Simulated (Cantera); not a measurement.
A perfectly stirred reactor is fed with NO : N₂ = 1 : 1.5 (molar parts), at 0.0263 atm; it is held at 2175 K, and followed from long to short residence time.

Cantera simulation using GRI-Mech 3.0 (53 species, 325 reactions); the numbers are that mechanism's predictions, not measurements. Radical loss at walls, strong at low pressure, is not modelled.

What does this change do: temperature 2175 to 1675 K?


```tsv
quantity	before	after
x(NO) at τ = 8.90 s	0.0582	0.394
x(N₂) at τ = 8.90 s	0.769	0.603
x(NO₂) at τ = 8.90 s	1.12e-5	3.07e-5
x(N₂O) at τ = 8.90 s	9.00e-7	5.34e-5
x(O) at τ = 8.90 s	0.00576	2.00e-5
x(NO) at τ = 0.120 s	0.384	0.400
x(N₂) at τ = 0.120 s	0.607	0.600
x(NO₂) at τ = 0.120 s	1.63e-5	1.27e-5
x(N₂O) at τ = 0.120 s	5.72e-5	2.20e-5
x(O) at τ = 0.120 s	0.00156	1.04e-5
```

What does this change do: pressure from 0.0263 atm to 0.454 atm?


| quantity | before | after |
|---|---|---|
| x(NO) at τ = 8.90 s | 0.0582 | 0.0256 |
| x(N₂) at τ = 8.90 s | 0.769 | 0.787 |
| x(NO₂) at τ = 8.90 s | 1.12e-5 | 2.15e-5 |
| x(N₂O) at τ = 8.90 s | 9.00e-7 | 6.41e-7 |
| x(O) at τ = 8.90 s | 0.00576 | 0.00148 |
| x(NO) at τ = 0.120 s | 0.384 | 0.283 |
| x(N₂) at τ = 0.120 s | 0.607 | 0.658 |
| x(NO₂) at τ = 0.120 s | 1.63e-5 | 0.000137 |
| x(N₂O) at τ = 0.120 s | 5.72e-5 | 3.62e-5 |
| x(O) at τ = 0.120 s | 0.00156 | 0.000878 |
